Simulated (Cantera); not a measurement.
A perfectly stirred reactor is fed with NH3 : H2 = 1 : 9.2 (molar parts), at 8.25 Torr; it is held at 2223 K, and followed from long to short residence time.

Detailed kinetics in Cantera: the gas-phase N/H chemistry of the illustrative SiF4/NH3 mechanism in the Surface Chemkin manual (1991). Walls and surfaces, which speed up NH3 decomposition in real reactors, are not modelled.

Q: Predict: x(NH3) at τ = 8.70 s; x(H2) at τ = 8.70 s; x(H) at τ = 8.70 s; x(NH) at τ = 8.70 s; x(N) at τ = 8.70 s; x(NH3) at τ = 0.190 s; x(H2) at τ = 0.190 s; x(H) at τ = 0.190 s; x(NH) at τ = 0.190 s; x(N) at τ = 0.190 s.

A: 
| Item | Result |
|---|---|
| x(NH3) at τ = 8.70 s | 0.000209 |
| x(H2) at τ = 8.70 s | 0.926 |
| x(H) at τ = 8.70 s | 0.0303 |
| x(NH) at τ = 8.70 s | 1.67e-5 |
| x(N) at τ = 8.70 s | 3.04e-5 |
| x(NH3) at τ = 0.190 s | 0.0617 |
| x(H2) at τ = 0.190 s | 0.919 |
| x(H) at τ = 0.190 s | 0.00264 |
| x(NH) at τ = 0.190 s | 3.71e-5 |
| x(N) at τ = 0.190 s | 5.82e-6 |
